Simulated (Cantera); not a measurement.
## Equilibrium for boron, boron nitride and boron oxide: B + NH3 + H2

A closed system holds: 1 mol B, 23 mol NH3, 0.29 mol H2, at 1.00 Torr.

These are equilibrium values from Cantera (NASA tables, ideal gas, pure condensed phases), not measurements of a reactor. Candidate condensed phases: B, BN; 15 gas species. The tables' values for BH2 are old estimates; treat these amounts as uncertain. Kinetics and transport are ignored.

```tsv
T (K)	x H2	x H	x N2	x B	x BH2	x BH	n BN(s)	n B(s)
1773	0.754	0.00676	0.239	1.25e-7	7.23e-6	2.33e-8	1.000	0
1823	0.751	0.0103	0.239	5.60e-7	1.64e-5	8.28e-8	0.999	0
1873	0.746	0.0153	0.238	2.31e-6	3.54e-5	2.74e-7	0.998	0
1923	0.740	0.0222	0.238	8.83e-6	7.33e-5	8.53e-7	0.996	0
1973	0.732	0.0316	0.236	3.16e-5	0.000146	2.50e-6	0.992	0
2023	0.720	0.0441	0.235	0.000106	0.000279	6.92e-6	0.982	0
2073	0.698	0.0602	0.241	0.000323	0.000489	1.74e-5	0	0.960
2123	0.679	0.0810	0.238	0.000687	0.000618	3.09e-5	0	0.935
2173	0.656	0.107	0.235	0.00141	0.000764	5.32e-5	0	0.890
2223	0.627	0.139	0.230	0.00280	0.000925	8.87e-5	0	0.808
2273	0.591	0.177	0.225	0.00540	0.00109	0.000144	0	0.658
2323	0.549	0.221	0.218	0.0101	0.00126	0.000225	0	0.384
2373	0.501	0.271	0.211	0.0166	0.00127	0.000309	0	0
2423	0.452	0.327	0.204	0.0166	0.000784	0.000257	0	0
```
x: gas mole fraction; n: condensed amount in mol.

From 1773 K to 2023 K the condensed part is BN(s). From 2073 K to 2323 K the condensed part is B(s). From 2373 K to 2423 K nothing is condensed.
